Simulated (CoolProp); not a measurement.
Vapour-liquid equilibrium of R13 (1) + R11 (2) at -22.15 °C; x and y are mole fractions of (1).

Model: multi-fluid Helmholtz-energy mixture model, Platzer 1990 and Jacobsen 1992; pair parameters Bell 2016, in CoolProp. This equation is an older, rougher fit; its heat capacities, sound speeds and derivatives of the liquid may be far off and weren't checked against measurements.

```csv
x,"bubble pressure, mixture model (MPa)","bubble pressure, Raoult's law (MPa)","y, mixture model","y, Raoult's law"
0.05,0.09918,0.06695,0.860,0.800
0.15,0.2504,0.1727,0.946,0.931
0.25,0.3785,0.2785,0.966,0.962
0.35,0.4869,0.3842,0.974,0.976
0.45,0.5800,0.4900,0.980,0.984
0.55,0.6627,0.5958,0.984,0.989
0.65,0.7404,0.7015,0.987,0.993
0.75,0.8188,0.8073,0.990,0.996
0.85,0.9053,0.9130,0.993,0.998
0.95,1.009,1.019,0.997,0.999
```

The largest gap from Raoult's law is +48.1 % in bubble pressure, at x = 0.05. No azeotrope shows between x = 0.05 and 0.95.

Pair parameters are fitted to limited data, so mixtures are less certain than the pure fluids. The gap from Raoult's law changes sign with composition, which may be real or a fault of the pair parameters; it wasn't checked against measurements.
